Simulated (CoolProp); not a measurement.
Vapour-liquid equilibrium of acetone (1) + toluene (2) at 276.2 K; x and y are mole fractions of (1).

The numbers come from the multi-fluid Helmholtz-energy mixture model, Lemmon 2006 and Lemmon 2006; pair parameters Bell 2016 in CoolProp.

Problem. Give the bubble pressure and the first vapour's composition at x = 0.05, 0.275, 0.575. Is there an azeotrope?

Solution. x = 0.05: 0.002174 MPa, y = 0.519; x = 0.275: 0.005286 MPa, y = 0.838; x = 0.575: 0.007675 MPa, y = 0.920. No azeotrope shows between x = 0.05 and 0.95.

Pair parameters are fitted to limited data, so mixtures are less certain than the pure fluids.
